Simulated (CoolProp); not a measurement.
Vapour-liquid equilibrium of isohexane (1) + benzene (2) at 420.7 K; x and y are mole fractions of (1).

Values from CoolProp's multi-fluid Helmholtz-energy mixture model, Lemmon 2006 and Thol 2012; pair parameters Bell 2016.

Problem. Give the bubble pressure and the first vapour's composition at x = 0.05, 0.2, 0.35. Is there an azeotrope?

Solution. x = 0.05: 0.5884 MPa, y = 0.097; x = 0.2: 0.6685 MPa, y = 0.305; x = 0.35: 0.7257 MPa, y = 0.454. No azeotrope shows between x = 0.05 and 0.95.

The pair parameters rest on a limited set of measurements; away from them the model extrapolates.
